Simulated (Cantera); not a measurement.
Mixture: CH4 : CO : O2 : N2 : H2O = 1 : 0.14 : 5.17 : 19.5 : 4.9 (molar parts), at 0.520 bar, adiabatic and at constant volume. Ignition delay is the time to a rise of 400 K.

Model: GRI-Mech 3.0 (53 species, 325 reactions), integrated in Cantera.

What does this change do: O2 5.17 to 7.1 parts?


```csv
quantity,before,after
delay at 1225 K,45.3 ms,28.6 ms
delay at 1325 K,12.0 ms,7.84 ms
delay at 1425 K,3.73 ms,2.60 ms
delay at 1525 K,1.38 ms,1.04 ms
delay at 1625 K,0.608 ms,0.484 ms
apparent activation energy between 1575 and 1675 K,160 kJ/mol,150 kJ/mol
```

What does this change do: 0.034 parts C2H6 added?


```json
[
 {"quantity": "delay at 1225 K", "before": "45.3 ms", "after": "17.8 ms"},
 {"quantity": "delay at 1325 K", "before": "12.0 ms", "after": "4.94 ms"},
 {"quantity": "delay at 1425 K", "before": "3.73 ms", "after": "1.52 ms"},
 {"quantity": "delay at 1525 K", "before": "1.38 ms", "after": "0.559 ms"},
 {"quantity": "delay at 1625 K", "before": "0.608 ms", "after": "0.253 ms"},
 {"quantity": "apparent activation energy between 1575 and 1675 K", "before": "160 kJ/mol", "after": "150 kJ/mol"}
]
```
